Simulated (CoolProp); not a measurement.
The fluid at 488.03 K and 0.14 MPa is throttled through a valve to 0.0761 MPa with no heat exchange. The same conditions are run with several fluids, on thermodynamics alone (safety and materials aside).

Computed with CoolProp (reference Helmholtz-energy equation of state of each fluid (propylene glycol: Eisenbach 2021; R141b: Lemmon 2006; R22: Kamei 1995; n-butane: Bücker 2006; propane: Lemmon 2009)).

```tsv
fluid	temperature change (K)	final density (kg/m³)
propylene glycol	-0.8	1.45
R141b	-0.5	2.21
R22	-0.4	1.63
n-butane	-0.3	1.10
propane	-0.3	0.829
```
